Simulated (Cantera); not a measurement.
Equilibrium for silicon epitaxy and polysilicon growth: Si2H6 + HCl + H2

Feed: 1 mol Si2H6, 0.84 mol HCl, a varied amount of H2, equilibrated at 1573.15 K and 825 Torr.

Cantera equilibrium calculation (NASA polynomials, part measured and part estimated; ideal gas, pure solids and liquids). Candidate condensed phases: Si; 19 gas species. The feed counts by its element totals alone. The tables' values for SiCl3 are old estimates; treat these amounts as uncertain. Kinetics and transport are ignored.

From 12 mol H2 to 940 mol H2 the condensed part is Si(s). The main Si-bearing gas is SiCl2 at 12 mol H2 and SiH2 at 940 mol H2.

```tsv
n(H2) (mol)	x H2	x HCl	x SiCl2	x SiCl3	x SiHCl3	x SiH2Cl2	x SiCl4	n Si(s)
12	0.954	0.0396	0.00557	0.000377	0.000215	0.000113	6.72e-5	1.90
19	0.967	0.0297	0.00308	0.000155	8.88e-5	6.33e-5	2.05e-5	1.92
29	0.976	0.0219	0.00166	6.13e-5	3.52e-5	3.44e-5	5.95e-6	1.94
45	0.984	0.0154	0.000818	2.12e-5	1.22e-5	1.71e-5	1.45e-6	1.96
69	0.989	0.0107	0.000392	7.03e-6	4.07e-6	8.23e-6	3.32e-7	1.97
110	0.993	0.00702	0.000168	1.98e-6	1.15e-6	3.55e-6	6.12e-8	1.98
160	0.995	0.00495	8.34e-5	6.91e-7	4.01e-7	1.76e-6	1.51e-8	1.98
250	0.997	0.00323	3.55e-5	1.92e-7	1.12e-7	7.53e-7	2.73e-9	1.99
390	0.998	0.00210	1.50e-5	5.26e-8	3.06e-8	3.18e-7	4.85e-10	1.99
610	0.999	0.00135	6.23e-6	1.41e-8	8.19e-9	1.32e-7	8.38e-11	1.99
940	0.999	0.000884	2.65e-6	3.91e-9	2.28e-9	5.62e-8	1.52e-11	1.99
```
x: gas mole fraction; n: condensed amount in mol.
